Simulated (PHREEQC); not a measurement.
## Acid mine or pickling water: speciation

Synthetic water in mg/L, 25 °C, pH 2.64, pe 12.4:

```tsv
constituent	mg/L
Na	462
K	3.84
Ca	196
Mg	47.2
Cl	265
S(6) as SO4	1500
Br	0.543
Cd	9.18
```

Valence states are taken as typed.

Equilibrium calculation in PHREEQC: ion-association model, wateq4f.dat.

```json
{
  "ionic_strength": "0.0475 mol/kgw",
  "total_alkalinity": "-4.13 meq/kg",
  "charge_balance_error": "-0.9 %"
}
```

```
species  molality  activity   log γ
-------  --------  --------  ------
Na+        0.0196    0.0162  -0.083
SO4-2      0.0113   0.00529  -0.329
Cl-       0.00748   0.00611  -0.088
Ca+2      0.00325   0.00156  -0.320
H+        0.00268   0.00229  -0.068
CaSO4     0.00162   0.00164   0.005
HSO4-     0.00143   0.00118  -0.084
Mg+2      0.00122  0.000596  -0.310
MgSO4    0.000731  0.000739   0.005
NaSO4-   0.000517  0.000430  -0.080
K+        9.50e-5   7.75e-5  -0.088
Cd+2      3.87e-5   1.78e-5  -0.336
CdSO4     2.69e-5   2.72e-5   0.005
CaHSO4+   2.67e-5   2.21e-5  -0.084
CdCl+     1.26e-5   1.04e-5  -0.084
```

This is a speciation only: nothing precipitates in the calculation. Complexes and solids missing from the database can't appear.
